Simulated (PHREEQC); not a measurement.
Solution (25 °C): 0.075 mmol/kgw PbCl2, 0.036 mmol/kgw NaNO3 and 21 mmol/kgw Na2SO4. Closed to the air; pH follows from the charge balance.

Equilibrium calculation in PHREEQC: ion-association model, phreeqc.dat.

Question: The ionic strength comes out as 0.0597 mol/kgw. What activity coefficients do Pb+2, Na+, NO3-, Cl-, Pb(SO4)2-2 get?

Answer: Pb+2 0.43, Na+ 0.81, NO3- 0.79, Cl- 0.80, Pb(SO4)2-2 0.43.

No solid was allowed to form. Examples of supersaturated solids here: Anglesite. Others may be too. Species that the database lacks are ignored.
